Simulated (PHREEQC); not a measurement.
0.045 g of hydrous ferric oxide (600 m²/g; 0.2 weak and 0.005 strong sites per Fe, Dzombak-Morel constants, diffuse double layer) in 1 kg of water with 0.1 mol/kgw of an inert sodium salt and 7.4e-05 mol CuSO4 and 0.00024 mol H3BO3, at 25 °C; the pH is set by adding NaOH or the inert anion's acid. Oxygen alone is held at its pressure in air (log pO2 = -0.68). CO2 from the air is kept out. No solid was allowed to form.

All values are PHREEQC results (ion-association model, wateq4f.dat), not measurements.

```csv
pH,S sorbed (%),Cu sorbed (%),B sorbed (%)
4,34.7,0.4,0.0
4.5,31.4,2.3,0.0
5,25.6,7.6,0.0
6,14.7,55.9,0.0
6.5,12.7,74.6,0.0
7,9.2,81.2,0.0
7.5,3.8,77.5,0.0
8.5,0.1,65.4,0.0
9,0.0,61.4,0.0
9.5,0.0,58.1,0.0
10,0.0,54.6,0.0
11,0.0,43.2,0.0
11.5,0.0,33.7,0.0
12,0.0,20.6,0.0
```

Along this series the solution becomes supersaturated in solids that the run did not let form, among them Cu(OH)2, Brochantite. Species that the database lacks are ignored. The database's constant for dissolved Cu(OH)2 is higher than later reviews accept.
